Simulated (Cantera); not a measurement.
Charge: 1 mol SiHCl3, 0.041 mol Cl2, 90 mol H2, equilibrated at 10000 Pa.

These are equilibrium values from Cantera (NASA tables, ideal gas, pure condensed phases), not measurements of a reactor. Candidate condensed phases: Si; 19 gas species. The tables' values for SiCl3 are old estimates; treat these amounts as uncertain. Kinetics and transport are ignored.

log p: log10 of the partial pressure in bar; n: condensed amount in mol.

| T (°C) | log p H2 | log p HCl | log p SiCl4 | log p SiHCl3 | log p SiCl2 | log p SiCl3 | n Si(s) |
|---|---|---|---|---|---|---|---|
| 650 | -1.01 | -3.31 | -3.34 | -3.48 | -5.46 | -5.20 | 0.251 |
| 725 | -1.01 | -3.03 | -3.43 | -3.56 | -4.83 | -4.82 | 0.357 |
| 800 | -1.01 | -2.82 | -3.59 | -3.69 | -4.34 | -4.57 | 0.494 |
| 875 | -1.01 | (withheld) | (withheld) | (withheld) | (withheld) | -4.46 | (withheld) |
| 950 | -1.01 | -2.59 | -4.34 | -4.27 | -3.78 | -4.51 | 0.721 |
| 1025 | -1.01 | -2.56 | -4.91 | -4.71 | -3.68 | -4.68 | 0.756 |
| 1100 | -1.01 | -2.55 | -5.49 | -5.15 | -3.63 | -4.89 | 0.761 |
| 1175 | -1.01 | -2.55 | (withheld) | (withheld) | -3.60 | -5.10 | 0.757 |
| 1250 | -1.01 | -2.55 | -6.53 | -5.94 | -3.58 | -5.29 | 0.750 |

What belongs in the gaps?


- 1175, log p SiCl4: -6.03
- 1175, log p SiHCl3: -5.56
- 875, log p HCl: -2.67
- 875, log p SiCl4: -3.88
- 875, log p SiHCl3: -3.92
- 875, log p SiCl2: -3.99
- 875, n Si(s): 0.630
